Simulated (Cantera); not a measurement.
Input: 1 mol c-C4F8, 0.073 mol Si, held at 3150 K and 0.0255 Torr.

Method: chemical equilibrium by Gibbs-energy minimisation in Cantera with the NASA 1993 tables (ideal gas, pure condensed phases). Candidate condensed phases: C, Si, SiC; 23 gas species. The feed counts by its element totals alone. The tables' values for SiF, SiF2 are old estimates; treat these amounts as uncertain. Kinetics and transport are ignored.

Base state: F 0.676, C 0.296, C2 0.0114, Si 0.00591, C3 0.00556, CF 0.00536, SiF 0.000259, SiF2 3.06e-5 (mole fractions); condensed: gas only.

Problem. What changes in the equilibrium state with this change: c-C4F8 replaced by CH3Cl?

Solution. 
```csv
species,before,after
H,0,0.595
Cl,0,0.199
C,0.296,0.185
F,0.676,0
C2,0.0114,0.00449
Si,0.00591,0.0145
CF,0.00536,0
SiF,0.000259,0
```
Further candidate phases: C6H6, C7H8, C8H18.
